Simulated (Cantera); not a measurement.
Cantera with NASA thermochemical tables; ideal gases at 1 bar, condensed phases pure. Values are per mole of reaction as written; species without (g) are pure solids or liquids, kept so even where they would boil at 1 bar.

Between 425 and 950 K, where is each reaction favourable under standard conditions?
- Al(g) + NH3(g) → AlN + 3 H(g)


- Al(g) + NH3(g) → AlN + 3 H(g): ΔG° is 48 kJ at 425 K and 28 kJ at 950 K; it stays positive (K < 1). ΔH° is 77 kJ and ΔS° 52 J/K at 950 K.
